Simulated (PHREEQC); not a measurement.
**Spent oxide etchant: speciation**

A solution holds 140 mmol/kgw HF, 12 mmol/kgw H2SiF6, 72 mmol/kgw H3PO4 and 42 mmol/kgw H2SO4, at 20 °C. Closed to the air; pH follows from the charge balance.

The numbers come from PHREEQC with the ion-association model, wateq4f.dat.

Each row changes one thing in this solution. Precipitation was switched off in this run.

```tsv
case	pH	ionic strength (mol/kgw)	HF (mol/kgw)	H3PO4 (mol/kgw)	HSO4- (mol/kgw)	H2F2 (mol/kgw)	SI of Quartz (SiO2)
as made	1.15	0.109	0.0882	0.0636	0.0314	0.0249	-5.90
H2SiF6 from 0.012 to 0.12 mol/kgw	[?]	0.417	0.0871	0.0686	0.0364	0.0260	-4.26
0.0017 mol/kgw NaOH added	1.15	0.110	0.0882	0.0635	0.0312	0.0249	-5.91
diluted 10-fold with water	1.94	0.0166	0.0121	0.00422	0.00173	0.000460	-3.02
H2SiF6 from 0.012 to 0.0132 mol/kgw	1.14	0.113	0.0882	[?]	0.0315	0.0249	-5.84
```

Question: Complete the blanks.

Answer: 
- H2SiF6 from 0.012 to 0.12 mol/kgw, pH: 0.65
- H2SiF6 from 0.012 to 0.0132 mol/kgw, H3PO4 (mol/kgw): 0.0637

Complexes and solids missing from the database can't appear. wateq4f.dat counts part of the HF as a dimer, H2F2, which phreeqc.dat doesn't know; its constant is uncertain. H3PO4, which wateq4f.dat lacks, is added to it with the constant of phreeqc.dat. SiF6-2 is the database's only silicon fluoride.
